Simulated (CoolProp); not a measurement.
R1234yf at several states: fugacity coefficient from the reference equation and from simpler models built on Tc = 367.8 K, pc = 3384 kPa, ω = 0.276; each cubic takes its own stable root.

Computed with CoolProp (reference Helmholtz-energy equation of state, Lemmon 2022).

```json
[
 {"T (K)": "266.1", "p (kPa)": "2610", "phase": "liquid", "reference": "0.09653"},
 {"T (K)": "376.5", "p (kPa)": "108", "phase": "gas", "reference": "0.9897"},
 {"T (K)": "274.1", "p (kPa)": "2320", "phase": "liquid", "reference": "0.1388"},
 {"T (K)": "391.6", "p (kPa)": "8550", "phase": "supercritical", "reference": "0.4285"},
 {"T (K)": "214.5", "p (kPa)": "366", "phase": "liquid", "reference": "0.06239"}
]
```

Task: How far does each simpler model (van der Waals, Redlich-Kwong, Peng-Robinson) lie from the reference over these 5 states: mean and median of the absolute difference, and the worst?

Result: 
- van der Waals: mean 259.4 %, median 166.1 %, worst +917.2 % at 214.5 K and 366 kPa
- Redlich-Kwong: mean 45.6 %, median 48.4 %, worst +122.2 % at 214.5 K and 366 kPa
- Peng-Robinson: mean 0.5 %, median 0.4 %, worst +1.3 % at 214.5 K and 366 kPa
